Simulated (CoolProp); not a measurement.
500 sccm (0 °C, 1 atm) of nitrogen bubbles through liquid n-heptane at 292.7 K and leaves saturated at a total pressure of 0.0643 MPa (ideal gas phase). Each further row changes one setting.

Values from CoolProp's reference Helmholtz-energy equation of state, Span 2003. It is a short technical equation, of lower accuracy than the large ones.

```json
[
 {"case": "as stated", "vapour pressure (kPa)": "4.61", "mole fraction of vapour": "0.0717", "delivery (mg/min)": "173", "delivery (sccm)": "38.6", "change of delivery for a bath 1 K warmer (%)": "5.8"},
 {"case": "bath temperature 297.7 K", "vapour pressure (kPa)": "5.96", "mole fraction of vapour": "0.0926", "delivery (mg/min)": "228", "delivery (sccm)": "51.0", "change of delivery for a bath 1 K warmer (%)": "5.7"},
 {"case": "total pressure 0.129 MPa", "vapour pressure (kPa)": "4.61", "mole fraction of vapour": "0.0358", "delivery (mg/min)": "82.9", "delivery (sccm)": "18.5", "change of delivery for a bath 1 K warmer (%)": "5.5"}
]
```
